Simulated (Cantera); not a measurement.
Charge: 1 mol Cu, 12 mol HF, 35 mol N2.

Cantera equilibrium calculation (NASA polynomials, part measured and part estimated; ideal gas, pure solids and liquids). Candidate condensed phases: Cu, CuF2; 25 gas species. The numbers say what is thermodynamically allowed, not how fast it happens.

Stable condensed phases, one row left out:

```
T in °C \ P in Pa
              1    3.6     13     46    170    600   2200   7700  28000 100000
   1177       A      A      A      B      B      B      B      B      B      B
   1127       A      A      B      B      B      B      B      B      B      B
   1077       A      B      B      B      B      B      B      B      B      B
    977       B      B      B      B      B      B      B      B      B      B
    927       B      B      B      B      B      B      B      B      B      B
    877       B      B      B      B      B      B      B      B      B      B
    827       B      B      B      B      B      B      B      B      B      B
    777       B      B      B      B      B      B      B      B      B      B
    727       B      B      B      B      B      B      B      B      B      B
    677       B      B      B      B      B      B      B      B      B      B
    627       B      B      B      B      B      B      B      B      B      B
```

A: gas only; B: Cu.

Question: Give the row for 1027 °C.

Answer: 1: Cu; 3.6: Cu; 13: Cu; 46: Cu; 170: Cu; 600: Cu; 2200: Cu; 7700: Cu; 28000: Cu; 100000: Cu.
